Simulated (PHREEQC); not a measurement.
Solution (61 °C): 3.8 mmol/kgw MgCl2 and 0.022 mmol/kgw CO2. Closed to the air; pH follows from the charge balance.

All values are PHREEQC results (ion-association model, phreeqc.dat), not measurements.

| Item | Result |
|---|---|
| pH | 5.50 |
| ionic strength | 0.0114 mol/kgw |
| specific conductance | 1700 µS/cm |

| species | molality | activity | log γ |
|---|---|---|---|
| Cl- | 0.00760 | 0.00675 | -0.052 |
| Mg+2 | 0.00380 | 0.00244 | -0.193 |
| CO2 | 1.86e-5 | 1.86e-5 | 0.001 |
| H+ | 3.54e-6 | 3.20e-6 | -0.044 |
| HCO3- | 3.32e-6 | 2.97e-6 | -0.049 |
| MgHCO3+ | 1.25e-7 | 1.11e-7 | -0.051 |
| MgOH+ | 5.61e-8 | 5.03e-8 | -0.047 |
| OH- | 3.59e-8 | 3.18e-8 | -0.052 |

No solid was allowed to form. Constants without temperature data keep their 25 °C values here.
